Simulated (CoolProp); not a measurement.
Vapour-liquid equilibrium of n-heptane (1) + ethylbenzene (2) at 2.09 kPa; x and y are mole fractions of (1).

Model: multi-fluid Helmholtz-energy mixture model, Span 2003 and Zhou 2012; pair parameters Bell 2016, in CoolProp.

| x | bubble temperature, mixture model (°C) | bubble temperature, Raoult's law (°C) | y, mixture model | y, Raoult's law |
|---|---|---|---|---|
| 0.05 | 29.1 | 30.8 | 0.265 | 0.194 |
| 0.15 | 22.7 | 25.8 | 0.539 | 0.455 |
| 0.25 | 18.5 | 21.8 | 0.676 | 0.619 |
| 0.35 | 15.6 | 18.5 | 0.758 | 0.729 |
| 0.45 | 13.3 | 15.6 | 0.816 | 0.807 |
| 0.55 | 11.4 | 13.2 | 0.859 | 0.864 |
| 0.65 | 9.9 | 11.1 | 0.895 | 0.908 |
| 0.75 | 8.4 | 9.2 | 0.927 | 0.942 |
| 0.85 | 7.1 | 7.5 | 0.957 | 0.969 |
| 0.95 | 5.9 | 6.0 | 0.986 | 0.991 |

The largest gap from Raoult's law is -3.3 K in bubble temperature, at x = 0.25. No azeotrope shows between x = 0.05 and 0.95.

The pair parameters rest on a limited set of measurements; away from them the model extrapolates.
